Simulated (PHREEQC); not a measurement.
## Alkaline etch or developer: speciation

Consider water at 25 °C with 0.011 mol/kgw TMAH and 0.0016 mol/kgw K2SiO3. Closed to the air; pH follows from the charge balance.

All values are PHREEQC results (ion-association model, wateq4f.dat), not measurements.

This is a speciation only: nothing precipitates in the calculation.

### Question
What pH does the model give?

### Answer
pH 12.04.

### Question
In which forms is Si present?

### Answer
H3SiO4- 90 %, H2SiO4-2 9.5 % of the Si.

(CH3)4N+ isn't in the database: it is added as a free cation with an ion size of 4 Å.
